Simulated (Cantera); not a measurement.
What does this Cantera script print?

```python
import numpy as np
import cantera as ct

gas_names = """
    B BH BH2 BH3 BN BO BO2 B2 B2O B2O2 B2O3 B3O3H3 H HBO HBO2 HNO HNO2 HNO3 HO2 H2 H2O H2O2 H3B3O6 N NH
    NH2 NH3 NH2OH NO NO2 NO3 N2 N2H2 N2H4 N2O O OH O2 O3
""".split()
cond_names = """
    B(b) B(L) BN(s) B2O3(L) B3O3H3(cr) H2O(s) H2O(L)
""".split()


# ... load() reads the species with a 1 bar reference pressure and builds the phases ...
atoms = {
    'B': {'B': 1},
    'O2': {'O': 2},
    'NH3': {'N': 1, 'H': 3},
}
top_T = {'BN(s)': 3200}  # K; cautious upper limits of use, not melting points


# ... equilibrate(T, P, feed) seeds the gas with the atoms and calls Mixture.equilibrate('TP', solver="vcs", rtol=1e-11, max_steps=5000) ...
results = []
feed = {'B': 1, 'O2': 3, 'NH3': 2.1}  # mol
P = 10000  # Pa
for T in [948, 1048, 1148, 1248, 1348, 1448, 1548, 1648, 1748, 1848, 1948, 2048, 2148]:
    mix = equilibrate(T, P, feed)
    results.append((T, P, feed, dict(zip(mix.species_names, mix.species_moles))))

top = {s: max(r[3][s] / sum(r[3][g] for g in gas_names) for r in results) for s in gas_names}
cols = sorted((s for s in top if top[s] > 1e-06), key=lambda s: -top[s])[:8]
seen = [c for c in cond_names if any(r[3].get(c, 0) > 1e-12 for r in results)]
print("log10 of partial pressures in bar; condensed amounts in mol")
print(f"{'T/K':>10s}" + "".join(f"{s[:9]:>10s}" for s in cols + seen))
for T, P, feed, n in results:
    ng = sum(n[g] for g in gas_names)
    print(f"{T:10.4g}" + "".join(f"{np.log10(max(n[s] / ng * P / 1e5, 1e-99)):10.3f}" for s in cols)
          + "".join(f"{n.get(c, 0):10.4g}" for c in seen))
```

Output:

```
log10 of partial pressures in bar; condensed amounts in mol
       T/K       H2O        N2      HBO2        O2        OH      B2O3    H3B3O6       BO2   B2O3(L)
       948    -1.194    -1.666    -5.679    -1.857    -7.797   -12.618    -3.227   -12.149    0.4568
      1048    -1.193    -1.666    -4.762    -1.858    -6.942   -10.524    -3.445   -10.391    0.4734
      1148    -1.192    -1.667    -4.013    -1.858    -6.236    -8.810    -3.633    -8.946    0.4806
      1248    -1.193    -1.667    -3.392    -1.859    -5.643    -7.382    -3.798    -7.739    0.4784
      1348    -1.198    -1.670    -2.870    -1.862    -5.141    -6.175    -3.947    -6.715    0.4585
      1448    -1.212    -1.675    -2.429    -1.868    -4.713    -5.143    -4.092    -5.837    0.4011
      1548    -1.242    -1.687    -2.058    -1.880    -4.352    -4.251    -4.249    -5.078    0.2694
      1648    -1.304    -1.710    -1.752    -1.903    -4.055    -3.473    -4.440    -4.417  0.003085
      1748    -1.304    -1.711    -1.753    -1.906    -3.761    -3.379    -5.415    -4.124         0
      1848    -1.305    -1.712    -1.758    -1.909    -3.499    -3.305    -6.294    -3.869         0
      1948    -1.305    -1.713    -1.765    -1.913    -3.264    -3.242    -7.083    -3.641         0
      2048    -1.308    -1.715    -1.773    -1.918    -3.053    -3.188    -7.796    -3.438         0
      2148    -1.312    -1.717    -1.784    -1.926    -2.864    -3.142    -8.448    -3.255         0
```

Equilibrium computed with Cantera from the NASA thermochemical tables; the gas is ideal and each condensed phase is pure. Gases not in the tables: H3BO3.
